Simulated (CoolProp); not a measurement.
Vapour-liquid equilibrium of isobutene (1) + n-butane (2) at -44.35 °C; x and y are mole fractions of (1).

Values from CoolProp's multi-fluid Helmholtz-energy mixture model, Lemmon 2005 and Bücker 2006; pair parameters Bell 2016.

```json
[
 {"x": "0.05", "bubble pressure (bar)": "(withheld)", "y at the bubble point": "0.071", "dew pressure at overall composition x (bar)": "0.1339", "liquid density (mol/L)": "11.15"},
 {"x": "0.15", "bubble pressure (bar)": "0.1405", "y at the bubble point": "0.200", "dew pressure at overall composition x (bar)": "(withheld)", "liquid density (mol/L)": "11.22"},
 {"x": "0.25", "bubble pressure (bar)": "0.1457", "y at the bubble point": "0.317", "dew pressure at overall composition x (bar)": "0.1427", "liquid density (mol/L)": "11.30"},
 {"x": "0.35", "bubble pressure (bar)": "0.1506", "y at the bubble point": "0.424", "dew pressure at overall composition x (bar)": "0.1473", "liquid density (mol/L)": "11.37"},
 {"x": "0.45", "bubble pressure (bar)": "(withheld)", "y at the bubble point": "(withheld)", "dew pressure at overall composition x (bar)": "0.1518", "liquid density (mol/L)": "11.45"},
 {"x": "0.55", "bubble pressure (bar)": "0.1596", "y at the bubble point": "0.618", "dew pressure at overall composition x (bar)": "0.1565", "liquid density (mol/L)": "11.53"},
 {"x": "0.65", "bubble pressure (bar)": "0.1638", "y at the bubble point": "0.708", "dew pressure at overall composition x (bar)": "0.1611", "liquid density (mol/L)": "11.61"},
 {"x": "0.75", "bubble pressure (bar)": "0.1679", "y at the bubble point": "0.795", "dew pressure at overall composition x (bar)": "0.1658", "liquid density (mol/L)": "11.69"},
 {"x": "0.85", "bubble pressure (bar)": "0.1718", "y at the bubble point": "0.879", "dew pressure at overall composition x (bar)": "0.1704", "liquid density (mol/L)": "11.77"},
 {"x": "0.95", "bubble pressure (bar)": "0.1756", "y at the bubble point": "0.960", "dew pressure at overall composition x (bar)": "0.1752", "liquid density (mol/L)": "11.85"}
]
```

**Question.** Fill in the missing entries.

**Answer.** 
- 0.05, bubble pressure (bar): 0.1348
- 0.15, dew pressure at overall composition x (bar): 0.1383
- 0.45, bubble pressure (bar): 0.1552
- 0.45, y at the bubble point: 0.523

No azeotrope shows between x = 0.05 and 0.95.

The pair parameters rest on a limited set of measurements; away from them the model extrapolates.
